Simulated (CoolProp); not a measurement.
Model: reference Helmholtz-energy equation of state, Thol 2018, in CoolProp.

Task: For hydrogen chloride, give the phase and the speed of sound (m/s), Joule-Thomson coefficient (K/MPa), isothermal compressibility (1/MPa), expansivity (1/kK) at -88.35 °C and 11.2 bar.

Result: 
- -88.35 °C and 11.2 bar: liquid; speed of sound 1110, Joule-Thomson coefficient -0.315, isothermal compressibility 0.00107, expansivity 2.04
